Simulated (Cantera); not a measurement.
Charge: 1 mol B2H6, 0.49 mol NH3, 65 mol H2, 0.071 mol H2O, at 1723 K and 13.3 mbar.

Method: chemical equilibrium by Gibbs-energy minimisation in Cantera with the NASA 1993 tables (ideal gas, pure condensed phases). Candidate condensed phases: B, BN, B2O3, B3O3H3, H2O; 39 gas species. The feed counts by its element totals alone. Mutual solubility and eutectic melting of coexisting phases are not modelled. The tables' values for BH2 are old estimates; treat these amounts as uncertain. Equilibrium is a limit: real reactors are often held back by kinetics, nucleation or transport.

Question: What is the equilibrium state?

Answer: 
```json
{
  "x(H2)": "0.997",
  "x(H)": "0.00158",
  "x(HBO)": "0.000990",
  "x(BH2)": "7.31e-5",
  "x(N2)": "7.22e-5",
  "x(BO)": "3.05e-5",
  "x(B2O2)": "4.34e-6",
  "x(BH3)": "1.78e-6",
  "n(B(s))": "1.44 mol",
  "n(BN(s))": "0.480 mol",
  "gas_amount": "68.90 mol",
  "log10 activity of B3O3H3(s) (absent)": "-16.16"
}
```
